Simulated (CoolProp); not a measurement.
Model: reference Helmholtz-energy equation of state, Lemmon 2005, in CoolProp. It is a short technical equation, of lower accuracy than the large ones.

Problem. Give the vapour pressure (kPa), enthalpy of vaporisation (kJ/kg), vapour Z of saturated 1-butene at -9.45 °C.

Solution. 
```tsv
T (°C)	p (kPa)	enthalpy of vaporisation (kJ/kg)	vapour Z
-9.45	89.5	395	0.961
```
